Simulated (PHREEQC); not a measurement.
A made-up water analysis in mg/kgw, 90 °C, pH 6.29: Na 3590; K 473; Ca 54.1; Mg 90.4; Cl 4680; S(6) as SO4 2390; Alkalinity as HCO3 0.156.

Valence states are taken as typed.

All values are PHREEQC results (Pitzer model, pitzer.dat), not measurements.

| Quantity | Result |
|---|---|
| ionic strength | 0.210 mol/kgw |
| specific conductance | 47800 µS/cm |
| density | 0.974 g/cm³ |
| osmotic coefficient | 0.879 |
| charge-balance error | -0.9 % |

```csv
species,molality,activity,log γ
Na+,0.156,0.109,-0.154
Cl-,0.132,0.0909,-0.162
SO4-2,0.0249,0.00459,-0.734
K+,0.0121,0.00829,-0.164
Mg+2,0.00372,0.000726,-0.710
Ca+2,0.00135,0.000226,-0.776
HCO3-,4.22e-6,2.94e-6,-0.157
CO2,3.43e-6,3.54e-6,0.014
```

Precipitation was switched off in this run. Complexes and solids missing from the database can't appear. Away from 25 °C the constants follow the database's enthalpies or fits; those with neither stay at their 25 °C values.
